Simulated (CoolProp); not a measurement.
Values from CoolProp's reference Helmholtz-energy equation of state, Schmidt 1985. Above 300 K oxygen's equation is extrapolated.

Question: For oxygen, give the phase and the cp (kJ/(kg K)), speed of sound (m/s), Joule-Thomson coefficient (K/MPa), conductivity (mW/(m K)) at -54.25 °C and 7.52 MPa.

Answer: 
- -54.25 °C and 7.52 MPa: supercritical; cp 1.30, speed of sound 273, Joule-Thomson coefficient 3.88, conductivity 26.2

Thermal conductivity comes from a separate model (Lemmon 2004).
